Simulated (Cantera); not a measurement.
Feed: 1 mol MgO, 19 mol F₂, 0.42 mol O₂.

Method: chemical equilibrium by Gibbs-energy minimisation in Cantera with the NASA 1993 tables (ideal gas, pure condensed phases). Candidate condensed phases: Mg, MgF₂, MgO; 14 gas species. Kinetics and transport are ignored.

Stable condensed phases, one row left out:

```
T in K \ P in Pa
              1    3.6     13     46    170    600   2200   7700  28000 100000
   1600       A      A      A      A      A      A      B      B      B      B
   1500       A      A      A      A      A      B      B      B      B      B
   1400       A      A      A      B      B      B      B      B      B      B
   1200       B      B      B      B      B      B      B      B      B      B
   1100       B      B      B      B      B      B      B      B      B      B
   1000       B      B      B      B      B      B      B      B      B      B
    900       B      B      B      B      B      B      B      B      B      B
    800       B      B      B      B      B      B      B      B      B      B
    700       B      B      B      B      B      B      B      B      B      B
    600       B      B      B      B      B      B      B      B      B      B
```

A: gas only; B: MgF₂.

Question: Give the row for 1300 K.

Answer: 1: gas only; 3.6: MgF₂; 13: MgF₂; 46: MgF₂; 170: MgF₂; 600: MgF₂; 2200: MgF₂; 7700: MgF₂; 28000: MgF₂; 100000: MgF₂.
